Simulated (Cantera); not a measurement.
**Cu + HF + N2 (aluminium and copper etching)**

Feed: 1 mol Cu, 2.9 mol HF, 0.25 mol N2, held at 1.00 bar.

These are equilibrium values from Cantera (NASA tables, ideal gas, pure condensed phases), not measurements of a reactor. Candidate condensed phases: Cu, CuF2; 25 gas species. Equilibrium is a limit: real reactors are often held back by kinetics, nucleation or transport.

| T (K) | x HF | x N2 | x CuF | x H2 | x H2F2 | x Cu | n Cu(s) | n Cu(l) |
|---|---|---|---|---|---|---|---|---|
| 850 | 0.921 | 0.0794 | 1.83e-8 | 1.28e-8 | 6.22e-5 | <1e-12 | 1.00 | 0 |
| 950 | 0.921 | 0.0794 | 2.50e-7 | 1.45e-7 | 4.01e-5 | 1.89e-12 | 1.000 | 0 |
| 1050 | 0.921 | 0.0794 | 2.01e-6 | 1.08e-6 | 2.83e-5 | 1.05e-10 | 1.000 | 0 |
| 1150 | 0.921 | 0.0794 | 1.11e-5 | 5.78e-6 | 2.13e-5 | 2.89e-9 | 1.000 | 0 |
| 1250 | 0.921 | 0.0794 | 4.63e-5 | 2.37e-5 | 1.68e-5 | 4.64e-8 | 1.000 | 0 |
| 1350 | 0.920 | 0.0794 | 0.000155 | 7.87e-5 | 1.38e-5 | 4.89e-7 | 1.000 | 0 |
| 1450 | 0.920 | 0.0793 | 0.000417 | 0.000211 | 1.17e-5 | 3.44e-6 | 0 | 0.999 |
x: gas mole fraction; n: condensed amount in mol.

From 850 K to 1350 K the condensed part is Cu(s). At 1450 K the condensed part is Cu(l). The main Cu-bearing gas is CuF throughout.
